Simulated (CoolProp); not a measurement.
Vapour pressure (kPa) of R125: the reference equation beside estimates from Tc = 66.0 °C, pc = 3618 kPa, ω = 0.305.

The numbers come from the reference Helmholtz-energy equation of state, Lemmon 2005 in CoolProp.

```
T (°C)  reference  van der Waals  Redlich-Kwong  Peng-Robinson
------  ---------  -------------  -------------  -------------
-66.95      36.28          339.0          84.95          36.77
-60.65      52.38          401.6          115.0          52.81
-54.35      73.74          471.7          152.5          74.05
-48.05      101.5          549.5          198.4          101.6
-41.75      136.9          635.4          253.7          136.7
-35.45      181.3          729.6          319.5          180.7
-29.15      236.1          832.6          396.8          235.1
-22.85      302.8          944.5          486.5          301.3
-16.45      384.4           1068          591.6          382.4
-10.15      480.0           1199          709.6          477.6
-3.85       592.6           1339          843.1          590.0
2.45        723.9           1490          993.0          721.4
```

Absolute difference from the reference over all 12 rows, mean and median: van der Waals 347.7 and 277.5 %, Redlich-Kwong 77.3 and 72.1 %, Peng-Robinson 0.5 and 0.4 %.
